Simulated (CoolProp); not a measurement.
Model: reference Helmholtz-energy equation of state, Lemmon 2006, in CoolProp. It is a short technical equation, of lower accuracy than the large ones.

Problem. For C3F8 (R218), give the phase and the cv (kJ/(kg K)), viscosity (µPa s) at 440 K and 0.246 MPa; 440 K and 2.9 MPa; 440 K and 6.6 MPa.

Solution. 
- 440 K and 0.246 MPa: gas; cv 0.929, viscosity 18.2
- 440 K and 2.9 MPa: supercritical; cv 0.944, viscosity 20.8
- 440 K and 6.6 MPa: supercritical; cv 0.962, viscosity 32.8

Viscosity comes from a separate model (Huber 2003), an estimate that may be off by 10 % or more.
